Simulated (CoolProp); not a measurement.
A single-stage vapour-compression cycle with R134a: evaporating at 207.15 K (dew point), condensing at 271.15 K (bubble point), superheat 2 K, subcooling 8 K, compressor efficiency 0.9, no pressure losses. Each further row changes one setting.

Model: reference Helmholtz-energy equation of state, Tillner-Roth 1994, in CoolProp.

| case | cooling COP | pressure ratio | discharge temperature (K) | refrigerating effect (kJ/kg) | volumetric capacity (kJ/m³) |
|---|---|---|---|---|---|
| as stated | 2.37 | 25.6 | 309.7 | 172 | 108 |
| evaporating temperature 212.15 K | ? | 18.3 | 304.7 | 175 | 151 |
| condensing temperature 266.15 K | ? | 21.2 | 303.3 | 179 | 112 |
| subcooling 13 K | 2.46 | 25.6 | 309.7 | 179 | 112 |
| superheat 12 K | 2.36 | 25.6 | 320.9 | 179 | 107 |
| compressor efficiency 0.8 | 2.11 | 25.6 | ? | 172 | 108 |

Task: Complete the blanks.

Result: 
- evaporating temperature 212.15 K, cooling COP: 2.70
- condensing temperature 266.15 K, cooling COP: 2.63
- compressor efficiency 0.8, discharge temperature (K): 319.7
